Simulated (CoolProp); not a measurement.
Properties of CHF3 (R23) along the isobar 16900 kPa (Tc = 299.3 K, pc = 4832 kPa, ω = 0.263).

Values from CoolProp's reference Helmholtz-energy equation of state, Penoncello 2003.

| T (K) | phase | cp (kJ/(kg K)) | cv (kJ/(kg K)) | isothermal compressibility (1/MPa) | viscosity (µPa s) | conductivity (mW/(m K)) |
|---|---|---|---|---|---|---|
| 201.5 | liquid | 1.209 | 0.7175 | 0.001565 | 303 | 135 |
| 211.5 | liquid | 1.221 | 0.7191 | 0.001800 | 264 | 128 |
| 221.5 | liquid | 1.236 | 0.7219 | 0.002084 | 233 | 121 |
| 231.5 | liquid | … | 0.7259 | 0.002432 | 207 | 116 |
| 241.5 | liquid | 1.276 | 0.7308 | 0.002863 | 184 | 110 |
| 251.5 | liquid | 1.300 | 0.7367 | 0.003404 | 165 | 105 |
| 261.5 | liquid | 1.328 | 0.7434 | 0.004093 | 148 | 100 |
| 271.5 | liquid | 1.359 | 0.7508 | 0.004981 | 134 | 95.6 |
| 281.5 | liquid | 1.395 | 0.7589 | 0.006143 | 120 | 91.0 |
| 291.4 | liquid | … | 0.7676 | 0.007663 | 108 | 86.6 |
| 301.4 | supercritical | 1.478 | 0.7769 | 0.009715 | 97.3 | 82.2 |
| 311.4 | supercritical | 1.526 | 0.7866 | 0.01248 | … | … |
| 321.4 | supercritical | 1.576 | … | 0.01618 | 78.0 | 73.5 |
| 331.4 | supercritical | 1.627 | 0.8066 | 0.02105 | 69.6 | 69.1 |
| 341.4 | supercritical | 1.671 | 0.8161 | 0.02720 | 62.1 | 64.9 |

What belongs in the gaps?


- 231.5, cp (kJ/(kg K)): 1.254
- 291.4, cp (kJ/(kg K)): 1.434
- 311.4, viscosity (µPa s): 87.2
- 311.4, conductivity (mW/(m K)): 77.8
- 321.4, cv (kJ/(kg K)): 0.7966

Viscosity comes from a separate model (Shan 2000). Thermal conductivity comes from a separate model (Shan 2000).
